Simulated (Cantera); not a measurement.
Feed: 1 mol CuO, a varied amount of H₂, held at 677 °C and 300000 Pa.

Cantera equilibrium calculation (NASA polynomials, part measured and part estimated; ideal gas, pure solids and liquids). Candidate condensed phases: Cu, CuO, Cu(OH)₂, Cu₂O, H₂O; 12 gas species. Rates play no part.

x: gas mole fraction; n: condensed amount in mol.

```json
[
 {"n(H₂) (mol)": "1.2", "x H₂": "0.167", "x H₂O": "0.833", "n Cu(s)": "1.00"},
 {"n(H₂) (mol)": "1.6", "x H₂": "0.375", "x H₂O": "0.625", "n Cu(s)": "1.00"},
 {"n(H₂) (mol)": "2", "x H₂": "0.500", "x H₂O": "0.500", "n Cu(s)": "1.00"},
 {"n(H₂) (mol)": "2.5", "x H₂": "[?]", "x H₂O": "[?]", "n Cu(s)": "1.00"},
 {"n(H₂) (mol)": "3.2", "x H₂": "0.688", "x H₂O": "0.312", "n Cu(s)": "1.00"},
 {"n(H₂) (mol)": "4", "x H₂": "0.750", "x H₂O": "0.250", "n Cu(s)": "1.00"},
 {"n(H₂) (mol)": "5.1", "x H₂": "0.804", "x H₂O": "0.196", "n Cu(s)": "1.00"},
 {"n(H₂) (mol)": "6.5", "x H₂": "0.846", "x H₂O": "0.154", "n Cu(s)": "1.00"},
 {"n(H₂) (mol)": "8.2", "x H₂": "0.878", "x H₂O": "[?]", "n Cu(s)": "1.00"},
 {"n(H₂) (mol)": "10", "x H₂": "0.900", "x H₂O": "0.100", "n Cu(s)": "1.00"}
]
```

Problem. Some entries are withheld; supply them.

Solution. 
- 8.2, x H₂O: 0.122
- 2.5, x H₂: 0.600
- 2.5, x H₂O: 0.400
